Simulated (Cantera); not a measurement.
A closed system holds: 1 mol Al(CH3)3, 1.4 mol N2, 3.6 mol H2, equilibrated at 0.300 bar.

Method: chemical equilibrium by Gibbs-energy minimisation in Cantera with the NASA 1993 tables (ideal gas, pure condensed phases). Candidate condensed phases: Al, AlN, C, C6H6, C7H8, C8H18; 97 gas species. The feed counts by its element totals alone. The numbers say what is thermodynamically allowed, not how fast it happens.

At 1423 K, list the 5 most abundant gas species with their mole fractions, and the condensed phases.

H2 0.899, N2 0.1000, CH4 0.000923, HCN 0.000179, H 1.15e-5. Condensed: AlN(s) + C(graphite).
